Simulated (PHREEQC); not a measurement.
A solution holds 0.0063 mol NaOH per kg of water, at 25 °C. Closed to the air; pH follows from the charge balance.

Computed with PHREEQC (ion-association model, wateq4f.dat).

| quantity | before | after |
|---|---|---|
| pH | 11.76 | 10.91 |
| ionic strength (mol/kgw) | 0.00630 | 0.00630 |

Problem. Name the change that produced these shifts.
(A) NaOH replaced by NaNO3 at the same molality
(B) NaOH from 0.0063 to 0.00126 mol/kgw
(C) NaOH from 0.0063 to 0.00315 mol/kgw
(D) temperature from 25 to 55 °C
(E) diluted 5-fold with water

Solution. D, temperature from 25 to 55 °C

Precipitation was switched off in this run. At this temperature some constants are extrapolated from 25 °C, and those without enthalpy data are left unchanged.
